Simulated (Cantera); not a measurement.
Feed: 1 mol AlCl3, 0.63 mol HCl, 2.7 mol H2, held at 1100 K and 1.00 bar.

Method: chemical equilibrium by Gibbs-energy minimisation in Cantera with the NASA 1993 tables (ideal gas, pure condensed phases). Candidate condensed phases: Al, AlCl3; 12 gas species. Equilibrium is a limit: real reactors are often held back by kinetics, nucleation or transport.

Base state: H2 0.624, AlCl3 0.228, HCl 0.146, Al2Cl6 0.00149 (mole fractions); condensed: gas only.

What changes in the equilibrium state with this change: temperature from 1100 K to 1025 K?


| species | before | after |
|---|---|---|
| H2 | 0.624 | 0.626 |
| AlCl3 | 0.228 | 0.225 |
| HCl | 0.146 | 0.146 |
| Al2Cl6 | 0.00149 | 0.00358 |

What changes in the equilibrium state with this change: pressure from 1.00 bar to 0.330 bar?


```csv
species,before,after
H2,0.624,0.624
AlCl3,0.228,0.230
HCl,0.146,0.146
Al2Cl6,0.00149,0.000498
AlCl2,6.91e-6,1.21e-5
```
The tables' values for AlCl2 are old estimates; treat these amounts as uncertain.
